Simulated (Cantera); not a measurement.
Source: NASA polynomial tables (part measured, part estimated), evaluated in Cantera. Values are per mole of reaction as written; species without (g) are pure solids or liquids, kept so even where they would boil at 1 bar.

10 N2O(g) + P4(g) → 10 N2(g) + P4O10, with ΔH° = -3884.8 kJ and ΔS° = -334.9 J/K at 300 K.

Question: How far is the shortcut ΔG° ≈ ΔH°(300 K) − T·ΔS°(300 K) from the full temperature-dependent value at 350, 400, 450, 500, 550, 600 K?

Answer: 
```csv
T (K),shortcut (kJ),full (kJ),difference (kJ),difference in log10 K
350,-3767.6,-3767.8,0.2,-0.03
400,-3750.9,-3751.6,0.8,-0.10
450,-3734.1,-3735.8,1.6,-0.19
500,-3717.4,-3720.2,2.8,-0.30
550,-3700.6,-3705.0,4.3,-0.41
600,-3683.9,-3690.0,6.1,-0.54
```
The shortcut ignores the heat-capacity change of the reaction.
